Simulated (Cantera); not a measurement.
# Counterflow diffusion flame

A counterflow diffusion flame at 1.38 atm, nozzles 20 mm apart: fuel side H2 = 1 (molar parts) at 548 K, oxidiser side O2 : N2 = 0.22 : 0.78 (molar parts) at 575 K, fuel mass flux 0.3 times the oxidiser's; mixture-averaged transport, no radiation.

Detailed kinetics in Cantera: the H2/O2 subset of GRI-Mech 3.0, which has no nitrogen chemistry. The maximum strain rate includes the flame's own expansion and is several times the mean.

```json
[
 {"oxidiser flux (kg/m²/s)": "0.84", "max strain (1/s)": "1010", "mean strain (1/s)": "253", "T max (K)": "2612", "peak x OH": "0.0235", "peak x H": "0.0168", "peak x H2O": "0.285", "peak x HO2": "4.34e-5"},
 {"oxidiser flux (kg/m²/s)": "1.1", "max strain (1/s)": "1310", "mean strain (1/s)": "331", "T max (K)": "2589", "peak x OH": "0.0239", "peak x H": "0.0181", "peak x H2O": "0.282", "peak x HO2": "5.35e-5"},
 {"oxidiser flux (kg/m²/s)": "1.5", "max strain (1/s)": "1780", "mean strain (1/s)": "452", "T max (K)": "2557", "peak x OH": "0.0243", "peak x H": "0.0199", "peak x H2O": "0.280", "peak x HO2": "6.61e-5"},
 {"oxidiser flux (kg/m²/s)": "2.1", "max strain (1/s)": "2470", "mean strain (1/s)": "633", "T max (K)": "2502", "peak x OH": "0.0242", "peak x H": "0.0218", "peak x H2O": "0.278", "peak x HO2": "8.10e-5"},
 {"oxidiser flux (kg/m²/s)": "2.8", "max strain (1/s)": "3260", "mean strain (1/s)": "844", "T max (K)": "2458", "peak x OH": "0.0242", "peak x H": "0.0239", "peak x H2O": "0.275", "peak x HO2": "9.56e-5"},
 {"oxidiser flux (kg/m²/s)": "3.8", "max strain (1/s)": "4410", "mean strain (1/s)": "1140", "T max (K)": "2407", "peak x OH": "0.0242", "peak x H": "0.0266", "peak x H2O": "0.272", "peak x HO2": "0.000112"},
 {"oxidiser flux (kg/m²/s)": "5.1", "max strain (1/s)": "5900", "mean strain (1/s)": "1540", "T max (K)": "2359", "peak x OH": "0.0241", "peak x H": "0.0294", "peak x H2O": "0.270", "peak x HO2": "0.000131"}
]
```
x: mole fraction; the columns are a selection and need not sum to one.
